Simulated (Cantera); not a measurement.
## Diamond growth

A diamond (100) surface in a fixed gas of H2 with x(CH4) = 0.012, x(H) = 0.0098, x(CH3) = 1.9e-05, at 1025 K; coverages are run to steady state.

Computed with Cantera and the Harris–Goodwin 1993 mechanism for the reconstructed diamond (100) surface.

| P (Pa) | growth (µm/h) | θ c6HH | θ c6H* | θ c6*H | θ c6** | θ c6HM |
|---|---|---|---|---|---|---|
| 710 | 0.0643 | 0.574 | 0.0206 | 0.393 | 0.0116 | 0.000764 |
| 1100 | 0.107 | 0.574 | 0.0206 | 0.393 | 0.0116 | 0.000822 |
| 1600 | 0.163 | 0.574 | 0.0206 | 0.393 | 0.0116 | 0.000860 |
| 2300 | 0.241 | 0.574 | 0.0206 | 0.393 | 0.0116 | 0.000886 |
| 3400 | 0.364 | 0.574 | 0.0206 | 0.393 | 0.0116 | 0.000908 |
| 5100 | 0.555 | 0.574 | 0.0207 | 0.393 | 0.0116 | 0.000923 |
| 7500 | 0.825 | 0.574 | 0.0207 | 0.393 | 0.0116 | 0.000933 |
| 11000 | 1.22 | 0.574 | 0.0208 | 0.393 | 0.0116 | 0.000940 |
θ: site fractions in the mechanism's names (c6HH fully hydrogenated, c6H* and c6*H radical sites, c6** diradical, c6HM methylated).
